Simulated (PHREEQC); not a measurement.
Consider water at 25 °C with 0.0051 mol/kgw NH3, 3.1e-05 mol/kgw K2SO4 and 0.0031 mol/kgw H3BO3. Closed to the air; pH follows from the charge balance.

Model: ion-association model, wateq4f.dat, run in PHREEQC.

No solid was allowed to form.

Estimate the pH, ionic strength.

pH 9.46; ionic strength 0.00209 mol/kgw.

In which forms is S present?

SO4-2 98 %, NH4SO4- 2.1 % of the S.
